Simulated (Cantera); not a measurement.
A Cantera script and what it prints.

```python
import numpy as np
import cantera as ct

gas_names = [...]  # 123 gases of nasa_gas.yaml made of C, H, O, Si
cond_names = """
    C(gr) C6H6(L) C7H8(L) C8H18(L),n-octa H2O(s) H2O(L) Si(cr) Si(L) SiC(b) SiO2(Lqz) SiO2(hqz) SiO2(L)
""".split()


# ... load() reads the species with a 1 bar reference pressure and builds the phases ...
atoms = {
    'SiO2': {'Si': 1, 'O': 2},
    'C': {'C': 1},
    'H2': {'H': 2},
}
top_T = {'C(gr)': 4500, 'SiC(b)': 3050}  # K; cautious upper limits of use, not melting points


# ... equilibrate(T, P, feed) seeds the gas with the atoms and calls Mixture.equilibrate('TP', solver="vcs", rtol=1e-11, max_steps=5000) ...
results = []
T = 1748.15  # K
P = 7700  # Pa
for m in [0.044, 0.076, 0.13, 0.23, 0.4, 0.7, 1.2, 2.1, 3.7, 6.4]:
    feed = {'SiO2': 1, 'C': 0.048, 'H2': m}  # mol
    mix = equilibrate(T, P, feed)
    results.append((T, P, feed, dict(zip(mix.species_names, mix.species_moles))))

top = {s: max(r[3][s] / sum(r[3][g] for g in gas_names) for r in results) for s in gas_names}
cols = sorted((s for s in top if top[s] > 1e-05), key=lambda s: -top[s])[:5]
seen = [c for c in cond_names if any(r[3].get(c, 0) > 1e-12 for r in results)]
print("log10 of partial pressures in bar; condensed amounts in mol")
print(f"{'n(H2)':>10s}" + "".join(f"{s[:9]:>10s}" for s in cols + seen))
for T, P, feed, n in results:
    ng = sum(n[g] for g in gas_names)
    print(f"{feed['H2']:10.4g}" + "".join(f"{np.log10(max(n[s] / ng * P / 1e5, 1e-99)):10.3f}" for s in cols)
          + "".join(f"{n.get(c, 0):10.4g}" for c in seen))
```

Result:

```
log10 of partial pressures in bar; condensed amounts in mol
     n(H2)        H2        CO       SiO       H2O         H    SiC(b)   SiO2(L)
     0.044    -1.423    -1.517    -2.056    -5.479    -4.352   0.01259    0.9772
     0.076    -1.347    -1.654    -2.011    -5.448    -4.314   0.01051     0.973
      0.13    -1.300    -1.797    -1.963    -5.449    -4.291   0.00659    0.9652
      0.23    -1.265    -1.946    -1.946    -5.432    -4.273         0     0.952
       0.4    -1.207    -2.128    -2.128    -5.192    -4.244         0     0.952
       0.7    -1.170    -2.333    -2.332    -4.949    -4.225         0    0.9519
       1.2    -1.148    -2.545    -2.542    -4.717    -4.214         0    0.9517
       2.1    -1.134    -2.774    -2.766    -4.480    -4.207         0     0.951
       3.7    -1.126    -3.012    -2.988    -4.250    -4.203         0    0.9492
       6.4    -1.121    -3.246    -3.182    -4.051    -4.201         0    0.9445
```

Equilibrium computed with Cantera from the NASA thermochemical tables; the gas is ideal and each condensed phase is pure. Mutual solubility and eutectic melting of coexisting phases are not modelled. The tables hold silica as quartz up to 1696 K and as liquid above; real silica turns to tridymite and cristobalite and melts near 1996 K.
